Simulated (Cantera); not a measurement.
# Formation from one mole of O₂

Cantera with NASA thermochemical tables; ideal gases at 1 bar, condensed phases pure. Values are per mole of reaction as written; species without (g) are pure solids or liquids, kept so even where they would boil at 1 bar.

0.8 Ta + O₂(g) ⇌ 0.4 Ta₂O₅

```csv
T (K),ΔH° (kJ),ΔS° (J/K),ΔG° (kJ),log10 K,condensed phases
300,-818.4,-181.0,-764.1,133.04,"Ta(s), Ta₂O₅(s)"
1750,-797.5,-158.5,-520.0,15.52,"Ta(s), Ta₂O₅(s)"
1800,-796.6,-158.0,-512.1,14.86,"Ta(s), Ta₂O₅(s)"
1850,-795.8,-157.6,-504.2,14.24,"Ta(s), Ta₂O₅(s)"
1900,-794.9,-157.1,-496.4,13.65,"Ta(s), Ta₂O₅(s)"
1950,-794.1,-156.7,-488.5,13.09,"Ta(s), Ta₂O₅(s)"
2000,-793.3,-156.3,-480.7,12.55,"Ta(s), Ta₂O₅(s)"
2050,-792.5,-155.9,-472.9,12.05,"Ta(s), Ta₂O₅(s)"
2100,-742.9,-131.8,-466.1,11.59,"Ta(s), Ta₂O₅(l)"
2150,-741.2,-131.0,-459.5,11.16,"Ta(s), Ta₂O₅(l)"
2200,-739.5,-130.2,-453.0,10.76,"Ta(s), Ta₂O₅(l)"
2250,-737.9,-129.5,-446.5,10.37,"Ta(s), Ta₂O₅(l)"
```

0.8 V + O₂(g) ⇌ 0.4 V₂O₅

```
T (K)  ΔH° (kJ)  ΔS° (J/K)  ΔG° (kJ)  log10 K  condensed phases
-----  --------  ---------  --------  -------  ----------------
300      -620.2     -176.0    -567.4    98.80     V(s), V₂O₅(s)
1750     -575.6     -127.1    -353.2    10.54     V(s), V₂O₅(l)
1800     -575.2     -126.9    -346.8    10.06     V(s), V₂O₅(l)
1850     -574.8     -126.6    -340.5     9.61     V(s), V₂O₅(l)
1900     -574.4     -126.4    -334.1     9.19     V(s), V₂O₅(l)
1950     -574.1     -126.3    -327.8     8.78     V(s), V₂O₅(l)
2000     -573.8     -126.1    -321.5     8.40     V(s), V₂O₅(l)
2050     -573.5     -126.0    -315.2     8.03     V(s), V₂O₅(l)
2100     -573.3     -125.9    -308.9     7.68     V(s), V₂O₅(l)
2150     -573.1     -125.8    -302.6     7.35     V(s), V₂O₅(l)
2200     -591.2     -134.1    -296.3     7.03     V(l), V₂O₅(l)
2250     -591.2     -134.0    -289.6     6.72     V(l), V₂O₅(l)
```

1.143 Ti + O₂(g) ⇌ 0.2857 Ti₄O₇

```
T (K)  ΔH° (kJ)  ΔS° (J/K)  ΔG° (kJ)  log10 K  condensed phases
-----  --------  ---------  --------  -------  ----------------
300      -972.7     -183.5    -917.7   159.78   Ti(α), Ti₄O₇(s)
1750     -959.5     -167.5    -666.3    19.89   Ti(β), Ti₄O₇(s)
1800     -959.0     -167.2    -658.0    19.09   Ti(β), Ti₄O₇(s)
1850     -958.5     -167.0    -649.6    18.34   Ti(β), Ti₄O₇(s)
1900     -958.1     -166.8    -641.3    17.63   Ti(β), Ti₄O₇(s)
1950     -974.5     -175.2    -632.9    16.95   Ti(l), Ti₄O₇(s)
2000     -909.3     -141.8    -625.8    16.34   Ti(l), Ti₄O₇(l)
2050     -908.6     -141.4    -618.7    15.76   Ti(l), Ti₄O₇(l)
2100     -907.9     -141.1    -611.6    15.21   Ti(l), Ti₄O₇(l)
2150     -907.2     -140.8    -604.6    14.69   Ti(l), Ti₄O₇(l)
2200     -906.6     -140.5    -597.6    14.19   Ti(l), Ti₄O₇(l)
2250     -905.9     -140.2    -590.5    13.71   Ti(l), Ti₄O₇(l)
```

4 Al + O₂(g) ⇌ 2 Al₂O(g)

```
T (K)  ΔH° (kJ)  ΔS° (J/K)  ΔG° (kJ)  log10 K  condensed phases
-----  --------  ---------  --------  -------  ----------------
300      -290.4      186.2    -346.3    60.29             Al(s)
1750     -385.8       82.4    -530.0    15.82             Al(l)
1800     -387.8       81.3    -534.0    15.50             Al(l)
1850     -389.8       80.1    -538.1    15.19             Al(l)
1900     -391.9       79.1    -542.1    14.90             Al(l)
1950     -393.9       78.0    -546.0    14.63             Al(l)
2000     -395.9       77.0    -549.9    14.36             Al(l)
2050     -398.0       75.9    -553.7    14.11             Al(l)
2100     -400.0       75.0    -557.5    13.87             Al(l)
2150     -402.1       74.0    -561.2    13.63             Al(l)
2200     -404.2       73.0    -564.9    13.41             Al(l)
2250     -406.2       72.1    -568.5    13.20             Al(l)
```
